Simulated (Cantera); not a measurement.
Source: NASA polynomial tables (part measured, part estimated), evaluated in Cantera. Values are per mole of reaction as written; species without (g) are pure solids or liquids, kept so even where they would boil at 1 bar.

P₄(g) + 5 O₂(g) ⇌ P₄O₁₀(g)

```csv
T (K),ΔH° (kJ),ΔS° (J/K),ΔG° (kJ),log10 K
350,-2963.9,-904.5,-2647.3,395.09
400,-2964.0,-904.9,-2602.1,339.79
450,…,…,…,…
500,-2962.7,-901.9,-2511.7,262.39
550,…,…,…,…
600,…,…,…,…
650,-2958.1,-894.0,-2377.0,191.02
```

Question: Complete the blanks.

Answer: 
- 450, ΔH° (kJ): -2963.6
- 450, ΔS° (J/K): -903.8
- 450, ΔG° (kJ): -2556.9
- 450, log10 K: 296.79
- 550, ΔH° (kJ): -2961.4
- 550, ΔS° (J/K): -899.5
- 550, ΔG° (kJ): -2466.7
- 550, log10 K: 234.26
- 600, ΔH° (kJ): -2959.9
- 600, ΔS° (J/K): -896.8
- 600, ΔG° (kJ): -2421.8
- 600, log10 K: 210.83
